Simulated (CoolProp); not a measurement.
Vapour-liquid equilibrium of hydrogen chloride (1) + ethane (2) at 1.2 MPa; x and y are mole fractions of (1).

Computed with CoolProp (multi-fluid Helmholtz-energy mixture model, Thol 2018 and Bücker 2006; pair parameters Bell 2016).

```
x     bubble temperature (K)  y at the bubble point  dew temperature at overall composition x (K)  liquid density (mol/L)
----  ----------------------  ---------------------  --------------------------------------------  ----------------------
0.05                   244.7                  0.102                                         246.0                   15.50
0.2                    240.0                  0.306                                         242.3                   16.81
0.35                   237.9                  0.426                                         239.1                   18.23
0.5                    237.3                  0.511                                         237.3                   19.90
0.65                   237.6                  0.587                                         238.5                   21.92
0.8                    239.2                  0.687                                         241.6                   24.33
0.95                   243.6                  0.882                                         245.2                   27.10
```

y crosses x between x = 0.5 and 0.65: the model has an azeotrope there.

The pair parameters rest on a limited set of measurements; away from them the model extrapolates.
